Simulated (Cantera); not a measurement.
**Gas activation for diamond growth**

An isothermal, constant-pressure homogeneous reactor starts with 2.59 % CH4, 96.0 % H2, 1.44 % N2, at 2450 K and 0.0168 atm.

Model: GRI-Mech 3.0 (53 species, 325 reactions), integrated in Cantera. GRI-Mech 3.0 stops at C3 and has no aromatics, soot or wall deposition, so with more carbon than oxygen in the feed, carbon stays in small species such as C2H2 where larger ones or solid carbon would form. Radical loss at walls, strong at low pressure, is not modelled.

```
t (s)        x CH4   x H2     x CH3     x HCN    x C2H4    x C2H2     x CH2
--------  --------  -----  --------  --------  --------  --------  --------
1.00e-6     0.0259  0.960   1.55e-5    <1e-12  2.63e-12    <1e-12  2.10e-10
7.17e-6     0.0258  0.960   9.91e-5    <1e-12  7.40e-10  9.21e-12   1.28e-8
5.14e-5     0.0253  0.959  0.000563  4.87e-12   3.90e-7   4.00e-8   7.60e-7
0.000369    0.0222  0.953   0.00323   5.19e-9   5.29e-5   8.96e-5   3.26e-5
0.00265    0.00609  0.941   0.00321   1.61e-6   4.63e-5   0.00776  0.000116
0.0190    0.000202  0.929  0.000179   9.76e-6   9.72e-7    0.0121   1.36e-5
0.136      8.19e-6  0.892   1.38e-5   2.12e-5   3.48e-7    0.0120   2.05e-6
0.976      2.24e-6  0.835   6.80e-6  0.000117   1.45e-7    0.0116   1.82e-6
7.00       2.24e-6  0.833   6.88e-6  0.000694   1.38e-7    0.0113   1.86e-6
```
x: mole fraction; the columns are a selection and need not sum to one.

Equilibrium at this temperature and pressure: CH4 2.02e-6, H2 0.833, CH3 6.20e-6, HCN 0.00715, C2H4 9.87e-8, C2H2 0.00803, CH2 1.68e-6 (gas phase only).
